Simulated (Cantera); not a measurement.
Feed: 1 mol SiCl₄, 0.13 mol HCl, a varied amount of H₂, equilibrated at 1150 °C and 23.0 mbar.

Cantera equilibrium calculation (NASA polynomials, part measured and part estimated; ideal gas, pure solids and liquids). Candidate condensed phases: Si; 19 gas species. The tables' values for SiCl₃ are old estimates; treat these amounts as uncertain. Rates play no part.

log p: log10 of the partial pressure in bar; n: condensed amount in mol.

```json
[
 {"n(H₂) (mol)": "16", "log p H₂": "-1.72", "log p HCl": "-2.58", "log p SiCl₂": "-2.96", "log p SiCl₃": "-4.06", "log p SiCl₄": "-4.55", "log p SiHCl₃": "-4.80", "log p SiH₂Cl₂": "-5.87", "n Si(s)": "0.0339"},
 {"n(H₂) (mol)": "20", "log p H₂": "-1.70", "log p HCl": "-2.63", "log p SiCl₂": "-3.08", "log p SiCl₃": "-4.23", "log p SiCl₄": "-4.79", "log p SiHCl₃": "-4.97", "log p SiH₂Cl₂": "-5.97", "n Si(s)": "0.110"},
 {"n(H₂) (mol)": "24", "log p H₂": "-1.70", "log p HCl": "-2.67", "log p SiCl₂": "-3.18", "log p SiCl₃": "-4.38", "log p SiCl₄": "-4.99", "log p SiHCl₃": "-5.12", "log p SiH₂Cl₂": "-6.06", "n Si(s)": "0.173"},
 {"n(H₂) (mol)": "29", "log p H₂": "-1.69", "log p HCl": "-2.72", "log p SiCl₂": "-3.28", "log p SiCl₃": "-4.54", "log p SiCl₄": "-5.20", "log p SiHCl₃": "-5.27", "log p SiH₂Cl₂": "-6.16", "n Si(s)": "0.240"},
 {"n(H₂) (mol)": "36", "log p H₂": "-1.68", "log p HCl": "-2.79", "log p SiCl₂": "-3.41", "log p SiCl₃": "-4.74", "log p SiCl₄": "-5.46", "log p SiHCl₃": "-5.46", "log p SiH₂Cl₂": "-6.28", "n Si(s)": "0.317"},
 {"n(H₂) (mol)": "44", "log p H₂": "-1.67", "log p HCl": "-2.84", "log p SiCl₂": "___", "log p SiCl₃": "-4.92", "log p SiCl₄": "___", "log p SiHCl₃": "___", "log p SiH₂Cl₂": "___", "n Si(s)": "___"},
 {"n(H₂) (mol)": "53", "log p H₂": "-1.67", "log p HCl": "___", "log p SiCl₂": "___", "log p SiCl₃": "-5.10", "log p SiCl₄": "___", "log p SiHCl₃": "___", "log p SiH₂Cl₂": "___", "n Si(s)": "___"},
 {"n(H₂) (mol)": "65", "log p H₂": "-1.66", "log p HCl": "-2.97", "log p SiCl₂": "-3.80", "log p SiCl₃": "-5.31", "log p SiCl₄": "-6.23", "log p SiHCl₃": "-6.03", "log p SiH₂Cl₂": "-6.65", "n Si(s)": "0.514"},
 {"n(H₂) (mol)": "79", "log p H₂": "-1.66", "log p HCl": "-3.03", "log p SiCl₂": "-3.93", "log p SiCl₃": "-5.51", "log p SiCl₄": "-6.50", "log p SiHCl₃": "-6.23", "log p SiH₂Cl₂": "-6.78", "n Si(s)": "0.572"},
 {"n(H₂) (mol)": "97", "log p H₂": "-1.66", "log p HCl": "-3.11", "log p SiCl₂": "-4.08", "log p SiCl₃": "-5.73", "log p SiCl₄": "-6.79", "log p SiHCl₃": "-6.45", "log p SiH₂Cl₂": "-6.93", "n Si(s)": "0.629"},
 {"n(H₂) (mol)": "120", "log p H₂": "-1.65", "log p HCl": "-3.18", "log p SiCl₂": "-4.23", "log p SiCl₃": "-5.97", "log p SiCl₄": "-7.10", "log p SiHCl₃": "-6.68", "log p SiH₂Cl₂": "-7.08", "n Si(s)": "0.682"}
]
```

Task: Complete the blanks.

Result: 
- 53, log p HCl: -2.90
- 53, log p SiCl₂: -3.66
- 53, log p SiCl₄: -5.95
- 53, log p SiHCl₃: -5.83
- 53, log p SiH₂Cl₂: -6.52
- 53, n Si(s): 0.448
- 44, log p SiCl₂: -3.54
- 44, log p SiCl₄: -5.71
- 44, log p SiHCl₃: -5.65
- 44, log p SiH₂Cl₂: -6.40
- 44, n Si(s): 0.386
